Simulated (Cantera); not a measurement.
What does this Cantera script print?

```python
import numpy as np
import cantera as ct

gas_names = """
    CL CL2 H HCL H2 N NH NH2 NH3 N2 N2H2 N2H4 Si SiCL SiCL2 SiCL3 SiCL4 SiH SiHCL3 SiH2 SiH2CL2 SiH3
    SiH3CL SiH4 SiN Si2 Si2N Si3
""".split()
cond_names = """
    NH4CL(a) NH4CL(b) Si(cr) Si(L) Si3N4(a)
""".split()


# ... load() reads the species with a 1 bar reference pressure and builds the phases ...
atoms = {
    'SiH2Cl2': {'Si': 1, 'H': 2, 'CL': 2},
    'N2': {'N': 2},
}
top_T = {'Si3N4(a)': 2400}  # K; cautious upper limits of use, not melting points


# ... equilibrate(T, P, feed) seeds the gas with the atoms and calls Mixture.equilibrate('TP', solver="vcs", rtol=1e-11, max_steps=5000) ...
results = []
feed = {'SiH2Cl2': 1, 'N2': 56}  # mol
P = 10000  # Pa
for T in [723, 823, 923, 1023, 1123, 1223, 1323, 1423, 1523, 1623, 1723]:
    mix = equilibrate(T, P, feed)
    results.append((T, P, feed, dict(zip(mix.species_names, mix.species_moles))))

top = {s: max(r[3][s] / sum(r[3][g] for g in gas_names) for r in results) for s in gas_names}
cols = sorted((s for s in top if top[s] > 1e-05), key=lambda s: -top[s])[:9]
seen = [c for c in cond_names if any(r[3].get(c, 0) > 1e-12 for r in results)]
print("log10 of partial pressures in bar; condensed amounts in mol")
print(f"{'T/K':>10s}" + "".join(f"{s[:9]:>10s}" for s in cols + seen))
for T, P, feed, n in results:
    ng = sum(n[g] for g in gas_names)
    print(f"{T:10.4g}" + "".join(f"{np.log10(max(n[s] / ng * P / 1e5, 1e-99)):10.3f}" for s in cols)
          + "".join(f"{n.get(c, 0):10.4g}" for c in seen))
```

Output:

```
log10 of partial pressures in bar; condensed amounts in mol
       T/K        N2       HCL        H2     SiCL2     SiCL4     SiCL3        CL         H    SiHCL3  Si3N4(a)
       723    -1.014    -2.668    -3.172   -13.773    -3.473    -9.822   -14.115   -14.660    -7.502    0.2691
       823    -1.014    -2.634    -3.232   -11.308    -3.534    -8.397   -12.144   -12.751    -7.050    0.2774
       923    -1.014    -2.612    -3.282    -9.384    -3.583    -7.286   -10.598   -11.252    -6.701    0.2834
      1023    -1.014    -2.596    -3.322    -7.843    -3.624    -6.395    -9.353   -10.044    -6.422    0.2878
      1123    -1.014    -2.584    -3.355    -6.582    -3.660    -5.668    -8.329    -9.048    -6.196     0.291
      1223    -1.015    -2.576    -3.380    -5.537    -3.699    -5.068    -7.473    -8.212    -6.014    0.2927
      1323    -1.015    -2.572    -3.392    -4.669    -3.764    -4.586    -6.753    -7.496    -5.878    0.2912
      1423    -1.015    -2.580    -3.369    -3.981    -3.926    -4.252    -6.159    -6.862    -5.826    0.2797
      1523    -1.015    -2.613    -3.283    -3.505    -4.307    -4.144    -5.703    -6.278    -5.927    0.2501
      1623    -1.015    -2.684    -3.155    -3.229    -4.914    -4.255    -5.371    -5.738    -6.195    0.2068
      1723    -1.015    -2.786    -3.040    -3.067    -5.613    -4.477    -5.116    -5.259    -6.552    0.1617
```

Method: chemical equilibrium by Gibbs-energy minimisation in Cantera with the NASA 1993 tables (ideal gas, pure condensed phases). N2 is the only nitrogen source here; it is nearly inert below about 1500 K, so the nitride shown seldom forms there in practice. The tables' values for SiCl3 are old estimates; treat these amounts as uncertain.
